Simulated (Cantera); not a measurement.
A Cantera script and its output.

```python
import numpy as np
import cantera as ct

gas = ct.Solution("gri30.yaml")
gas.TPX = 1375, 100000, {'N2O': 1}
reactor = ct.IdealGasConstPressureReactor(gas, energy="off", clone=False)
net = ct.ReactorNet([reactor])
net.rtol, net.atol = 1e-08, 1e-18
show = ['N2O', 'NO2', 'O2', 'NO', 'N2', 'O']
times = np.geomspace(9e-06, 300, 14)

steps = ct.SolutionArray(gas, extra=["t"])
rows = []
print(f"{'t/s':>10s}{'T/K':>9s}{'P/Pa':>11s}" + "".join(f"{s:>11s}" for s in show))
for t in times:
    while net.time < t:
        t_next = net.step()
        steps.append(gas.state, t=t_next)
    rows.append([np.interp(t, steps.t, y) for y in (steps.T, steps.P, *steps(*show).X.T)])
    print(f"{t:10.3e}{rows[-1][0]:9.1f}{rows[-1][1]:11.4g}" + "".join(f"{x:11.3e}" for x in rows[-1][2:]))
rate = np.gradient(steps.T, steps.t)
print("integrator steps:", len(steps.t))
if steps.T.max() > steps.T[0] + 200:
    print(f"time of steepest temperature rise: {steps.t[rate.argmax()]:.4e} s")
gas.TPX = 1375, 100000, {'N2O': 1}
gas.equilibrate("TP")
print(f"equilibrium (TP): T = {gas.T:.1f} K  " + "  ".join(f"{s} {gas[s].X[0]:.3e}" for s in show))
```

It prints:

```
       t/s      T/K       P/Pa        N2O        NO2         O2         NO         N2          O
 9.000e-06   1375.0      1e+05  9.999e-01  1.800e-10  2.473e-05  1.120e-05  7.194e-05  1.688e-05
 3.411e-05   1375.0      1e+05  9.995e-01  5.020e-09  1.310e-04  5.931e-05  3.099e-04  1.825e-05
 1.293e-04   1375.0      1e+05  9.980e-01  8.275e-08  5.374e-04  2.433e-04  1.215e-03  1.825e-05
 4.901e-04   1375.0      1e+05  9.923e-01  1.137e-06  2.070e-03  9.361e-04  4.627e-03  1.823e-05
 1.858e-03   1375.0      1e+05  9.714e-01  1.233e-05  7.765e-03  3.502e-03  1.732e-02  1.815e-05
 7.041e-03   1375.0      1e+05  8.975e-01  8.026e-05  2.786e-02  1.246e-02  6.210e-02  1.779e-05
 2.669e-02   1375.0      1e+05  6.800e-01  2.932e-04  8.733e-02  3.813e-02  1.942e-01  1.639e-05
 1.012e-01   1375.0      1e+05  2.919e-01  6.391e-04  1.959e-01  7.909e-02  4.324e-01  1.172e-05
 3.834e-01   1375.0      1e+05  3.513e-02  7.936e-04  2.736e-01  9.480e-02  5.957e-01  2.976e-06
 1.453e+00   1375.0      1e+05  1.014e-04  8.864e-04  2.855e-01  9.411e-02  6.194e-01  3.511e-07
 5.509e+00   1375.0      1e+05  2.653e-06  8.873e-04  2.856e-01  9.399e-02  6.195e-01  3.428e-07
 2.088e+01   1375.0      1e+05  2.628e-06  8.835e-04  2.858e-01  9.355e-02  6.197e-01  3.430e-07
 7.915e+01   1375.0      1e+05  2.539e-06  8.694e-04  2.866e-01  9.193e-02  6.206e-01  3.434e-07
 3.000e+02   1375.0      1e+05  2.239e-06  8.197e-04  2.895e-01  8.623e-02  6.234e-01  3.451e-07
integrator steps: 1090
equilibrium (TP): T = 1375.0 K  N2O 4.310e-08  NO2 7.452e-06  O2 3.330e-01  NO 7.310e-04  N2 6.663e-01  O 3.697e-07
```

Detailed kinetics in Cantera: GRI-Mech 3.0 (53 species, 325 reactions). GRI-Mech 3.0 was tuned for natural gas; its chemistry of N2O as a main component is partial and can be far from experiment. The mechanism lacks the step 2 NO + O2 → 2 NO2, which can matter for NO2 below about 1400 K. The temperature is held fixed by assumption; the heat of reaction is taken as removed at once.
